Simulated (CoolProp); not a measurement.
Vapour-liquid equilibrium of R22 (1) + R134a (2) at 76.9 kPa; x and y are mole fractions of (1).

Model: multi-fluid Helmholtz-energy mixture model, Kamei 1995 and Tillner-Roth 1994; pair parameters Bell 2016, in CoolProp.

```
x      bubble temperature (K)  y at the bubble point  dew temperature at overall composition x (K)  liquid density (mol/L)
-----  ----------------------  ---------------------  --------------------------------------------  ----------------------
0.05                    239.9                  0.106                                         240.6                       …
0.125                   238.2                  0.240                                         239.7                       …
0.2                     236.6                  0.353                                         238.7                   14.19
0.275                   235.3                  0.448                                         237.7                   14.39
0.35                    234.0                      …                                         236.7                   14.59
0.425                   232.9                  0.603                                         235.6                   14.79
0.5                     231.9                  0.668                                         234.5                   14.99
0.575                   231.0                  0.727                                         233.4                   15.20
0.65                    230.1                  0.782                                         232.2                   15.42
0.725                   229.3                  0.833                                         231.0                   15.64
0.8                     228.5                  0.881                                         229.8                   15.86
0.875                   227.8                  0.927                                         228.6                   16.09
0.95                    227.1                  0.971                                         227.4                   16.33
```

Task: What belongs in the gaps?

Result: 
- 0.05, liquid density (mol/L): 13.80
- 0.125, liquid density (mol/L): 13.99
- 0.35, y at the bubble point: 0.531

No azeotrope shows between x = 0.05 and 0.95.

Pair parameters are fitted to limited data, so mixtures are less certain than the pure fluids.
